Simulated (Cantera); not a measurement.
# HgO + H2 (iron carbonyl, mercury and lead vapours)

Feed: 1 mol HgO, 0.74 mol H2, equilibrated at 1473 K and 0.0160 bar.

These are equilibrium values from Cantera (NASA tables, ideal gas, pure condensed phases), not measurements of a reactor. Candidate condensed phases: H2O, Hg, HgO; 10 gas species. Equilibrium is a limit: real reactors are often held back by kinetics, nucleation or transport.

```yaml
x(Hg): 0.535
x(H2O): 0.396
x(O2): 0.0695
x(OH): 0.000261
x(H2): 1.55e-5
x(O): 5.81e-6
gas_amount: 1.870 mol
log10 activity of Hg(l) (absent): -4.78
```
